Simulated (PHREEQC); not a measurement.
Solution (20 °C): 0.027 mol H2SeO4, 0.0015 mol H3PO4 and 0.00092 mol FeCl3 per kg of water. Closed to the air; pH follows from the charge balance.

Equilibrium calculation in PHREEQC: ion-association model, wateq4f.dat.

This is a speciation only: nothing precipitates in the calculation.

Q: Order these P species by the share of P that they hold, largest first: H2PO4-, FeH2PO4+2, H3PO4.

A: FeH2PO4+2 (57 %), H3PO4 (35 %), H2PO4- (8.5 %)

Q: Order these Fe species by the share of Fe that they hold, largest first: Fe+3, FeH2PO4+2, FeCl+2, FeOH+2.

A: FeH2PO4+2 (93 %), Fe+3 (6.7 %), FeOH+2 (0.44 %), FeCl+2 (0.19 %)

The pH is 1.44 and the ionic strength 0.0614 mol/kgw. Saturation is exceeded, for instance for Strengite, Hematite (slow to form); the values hold only as long as no solid forms. Complexes and solids missing from the database can't appear. H3PO4, which wateq4f.dat lacks, is added to it with the constant of phreeqc.dat.
